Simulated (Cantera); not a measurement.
Input (Python, Cantera):

```python
import numpy as np
import cantera as ct

gas = ct.Solution("gri30.yaml")
gas.TPX = 1975, 2666, {'C2H6': 1, 'H2': 74, 'N2': 1.5}
inlet = ct.Reservoir(gas, clone=True)

reactor = ct.IdealGasConstPressureReactor(gas, energy="off", clone=False)
exhaust = ct.Reservoir(gas, clone=True)
tau = [8, 2.4, 0.7, 0.21, 0.061, 0.018, 0.0053, 0.0016, 0.00046, 0.00014][0]
for a, b in ((inlet, reactor), (reactor, exhaust)):
    ct.MassFlowController(a, b, mdot=lambda t: reactor.mass / tau)
net = ct.ReactorNet([reactor])
show = ['C2H6', 'H2', 'C2H2', 'CH4', 'C2H', 'C2H4']

rows = []
print(f"{'tau/s':>10s}{'T/K':>9s}" + "".join(f"{s:>11s}" for s in show))
for tau in [8, 2.4, 0.7, 0.21, 0.061, 0.018, 0.0053, 0.0016, 0.00046, 0.00014]:
    net.initial_time = 0.0
    net.advance(30 * tau)
    before = gas.X
    net.advance(40 * tau)
    drift = np.max(np.abs(gas.X - before) / (gas.X + 1e-9))
    rows.append([gas.T, *gas[show].X, drift])
    print(f"{tau:10.3e}{gas.T:9.1f}" + "".join(f"{x:11.3e}" for x in gas[show].X))
```

Result:

```
     tau/s      T/K       C2H6         H2       C2H2        CH4        C2H       C2H4
 8.000e+00   1975.0  3.008e-08  9.599e-01  1.236e-02  5.437e-04  1.771e-06  2.666e-06
 2.400e+00   1975.0  1.025e-07  9.599e-01  1.210e-02  1.019e-03  1.676e-06  3.112e-06
 7.000e-01   1975.0  3.635e-07  9.597e-01  1.158e-02  1.961e-03  1.521e-06  4.697e-06
 2.100e-01   1975.0  1.256e-06  9.591e-01  1.063e-02  3.671e-03  1.310e-06  9.814e-06
 6.100e-02   1975.0  4.424e-06  9.578e-01  9.032e-03  6.556e-03  1.050e-06  2.550e-05
 1.800e-02   1975.0  1.486e-05  9.558e-01  6.963e-03  1.022e-02  7.906e-07  6.473e-05
 5.300e-03   1975.0  4.863e-05  9.537e-01  4.977e-03  1.354e-02  5.755e-07  1.523e-04
 1.600e-03   1975.0  1.544e-04  9.522e-01  3.531e-03  1.544e-02  4.207e-07  3.468e-04
 4.600e-04   1975.0  5.170e-04  9.519e-01  2.362e-03  1.569e-02  2.818e-07  8.085e-04
 1.400e-04   1975.0  1.617e-03  9.530e-01  1.201e-03  1.380e-02  1.323e-07  1.475e-03
```

Detailed kinetics in Cantera: GRI-Mech 3.0 (53 species, 325 reactions). GRI-Mech 3.0 stops at C3 and has no aromatics, soot or wall deposition, so with more carbon than oxygen in the feed, carbon stays in small species such as C2H2 where larger ones or solid carbon would form. Radical loss at walls, strong at low pressure, is not modelled.
